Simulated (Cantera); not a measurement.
An adiabatic, constant-pressure homogeneous reactor starts with H₂ : O₂ : N₂ = 1 : 0.758 : 2.85 (molar parts), equivalence ratio 0.66, at 1800 K and 3680 Torr.

Detailed kinetics in Cantera: the H2/O2 subset of GRI-Mech 3.0, which has no nitrogen chemistry. The hydrogen kinetics of GRI-Mech 3.0 are dated; newer H2 mechanisms differ, most at raised pressure.

Problem. Predict: time of steepest temperature rise; temperature at 5.00 s; equilibrium temperature; x(H₂) at 5.00 s; x(O₂) at 5.00 s; x(HO₂) at 5.00 s; x(OH) at 5.00 s; x(H₂O₂) at 5.00 s; x(H₂O) at 5.00 s.

Solution. 
| Item | Value |
|---|---|
| time of steepest temperature rise | 1.27 µs |
| temperature at 5.00 s | 2944 K |
| equilibrium temperature | 2944 K |
| x(H₂) at 5.00 s | 0.0143 (gas-phase equilibrium 0.0143) |
| x(O₂) at 5.00 s | 0.0570 (gas-phase equilibrium 0.0570) |
| x(HO₂) at 5.00 s | 3.04e-5 (gas-phase equilibrium 3.04e-5) |
| x(OH) at 5.00 s | 0.0325 (gas-phase equilibrium 0.0325) |
| x(H₂O₂) at 5.00 s | 1.70e-6 (gas-phase equilibrium 1.70e-6) |
| x(H₂O) at 5.00 s | 0.203 (gas-phase equilibrium 0.203) |
